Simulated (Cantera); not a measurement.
Charge: 1 mol Ti(OiPr)4, 0.11 mol H2O, 24 mol H2, equilibrated at 860 Pa.

These are equilibrium values from Cantera (NASA tables, ideal gas, pure condensed phases), not measurements of a reactor. Candidate condensed phases: C, C6H6, C7H8, C8H18, H2O, Ti, TiC, TiO, TiO2, Ti2O3, Ti3O5, Ti4O7; 113 gas species. The feed counts by its element totals alone. TiC: taken at fixed stoichiometry. The numbers say what is thermodynamically allowed, not how fast it happens. All values below are at 1375 K.

Base state: H2 0.903, CO 0.0973, H 3.51e-5, CH4 3.49e-5 (mole fractions); condensed: C(graphite) + TiC(s).

Q: What changes in the equilibrium state with this change: Ti(OiPr)4 replaced by Ti?

A: 
| species | before | after |
|---|---|---|
| H2 | 0.903 | 1.000 |
| H | 3.51e-5 | 3.69e-5 |
| CO | 0.0973 | 0 |
| CH4 | 3.49e-5 | 0 |
| C(graphite), mol | 6.89 | 0 |
| TiC(s), mol | 1.00 | 0 |
| Ti(β), mol | 0 | 0.890 |
| TiO(s), mol | 0 | 0.110 |
Mutual solubility and eutectic melting of coexisting phases are not modelled. TiO: taken at fixed stoichiometry. Condensed phases not in the tables: N, O or C dissolved in the metal.
